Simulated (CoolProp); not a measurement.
Vapour pressure (kPa) of fluorine: the reference equation beside estimates from Tc = -128.7 °C, pc = 5240 kPa, ω = 0.045.

The numbers come from the reference Helmholtz-energy equation of state, de Reuck 1990 in CoolProp.

| T (°C) | reference | Lee-Kesler | van der Waals | Redlich-Kwong | Soave-Redlich-Kwong |
|---|---|---|---|---|---|
| -190.55 | 75.95 | 77.49 | 343.4 | 63.73 | 76.79 |
| -186.45 | 122.1 | 124.3 | 456.7 | 108.0 | 123.5 |
| -182.45 | ___ | 188.6 | 589.6 | 170.7 | 187.7 |
| -178.35 | 273.9 | 278.1 | 750.6 | 259.9 | ___ |
| -174.35 | 387.5 | 392.8 | 933.5 | 376.4 | 392.3 |
| -170.25 | 536.8 | 543.4 | 1149 | 531.2 | 543.8 |
| -166.15 | 724.5 | 732.2 | ___ | 727.0 | 734.6 |
| -162.15 | 949.6 | 958.2 | 1665 | 962.6 | 963.8 |
| -158.05 | 1229 | ___ | 1974 | 1255 | 1248 |
| -154.05 | ___ | 1562 | 2309 | 1594 | 1579 |
| -149.95 | ___ | 1954 | 2686 | 2001 | 1979 |
| -145.95 | 2393 | 2400 | 3090 | 2461 | 2434 |
| -141.85 | 2924 | 2930 | 3540 | 3001 | 2971 |
| -137.75 | ___ | 3543 | 4028 | 3614 | 3586 |
| -133.75 | 4224 | 4231 | 4542 | 4287 | 4266 |

Question: Complete the blanks.

Answer: 
- -182.45, reference: 185.6
- -178.35, Soave-Redlich-Kwong: 277.2
- -166.15, van der Waals: 1395
- -158.05, Lee-Kesler: 1238
- -154.05, reference: 1553
- -149.95, reference: 1946
- -137.75, reference: 3538

Absolute difference from the reference over all 15 rows, mean and median: Lee-Kesler 0.9 and 0.9 %, van der Waals 110.6 and 75.3 %, Redlich-Kwong 4.2 and 2.6 %, Soave-Redlich-Kwong 1.4 and 1.4 %.
